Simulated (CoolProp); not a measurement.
Vapour-liquid equilibrium of hydrogen sulfide (1) + benzene (2) at 290.7 K; x and y are mole fractions of (1).

Values from CoolProp's multi-fluid Helmholtz-energy mixture model, Lemmon 2006 and Thol 2012; pair parameters Bell 2016.

```json
[
 {"x": "0.05", "bubble pressure, mixture model (bar)": "0.8718", "bubble pressure, Raoult's law (bar)": "0.9210", "y, mixture model": "0.900", "y, Raoult's law": "0.908"},
 {"x": "0.2", "bubble pressure, mixture model (bar)": "3.117", "bubble pressure, Raoult's law (bar)": "3.417", "y, mixture model": "0.974", "y, Raoult's law": "0.979"},
 {"x": "0.35", "bubble pressure, mixture model (bar)": "…", "bubble pressure, Raoult's law (bar)": "5.913", "y, mixture model": "0.987", "y, Raoult's law": "0.990"},
 {"x": "0.5", "bubble pressure, mixture model (bar)": "…", "bubble pressure, Raoult's law (bar)": "8.409", "y, mixture model": "…", "y, Raoult's law": "0.995"},
 {"x": "0.65", "bubble pressure, mixture model (bar)": "…", "bubble pressure, Raoult's law (bar)": "10.90", "y, mixture model": "0.995", "y, Raoult's law": "0.997"},
 {"x": "0.8", "bubble pressure, mixture model (bar)": "12.88", "bubble pressure, Raoult's law (bar)": "13.40", "y, mixture model": "…", "y, Raoult's law": "0.999"},
 {"x": "0.95", "bubble pressure, mixture model (bar)": "15.73", "bubble pressure, Raoult's law (bar)": "15.90", "y, mixture model": "0.999", "y, Raoult's law": "1.000"}
]
```

Fill in the missing entries.


- 0.35, bubble pressure, mixture model (bar): 5.352
- 0.5, bubble pressure, mixture model (bar): 7.693
- 0.5, y, mixture model: 0.992
- 0.65, bubble pressure, mixture model (bar): 10.20
- 0.8, y, mixture model: 0.998

The largest gap from Raoult's law is -9.5 % in bubble pressure, at x = 0.35. No azeotrope shows between x = 0.05 and 0.95.

Pair parameters are fitted to limited data, so mixtures are less certain than the pure fluids.
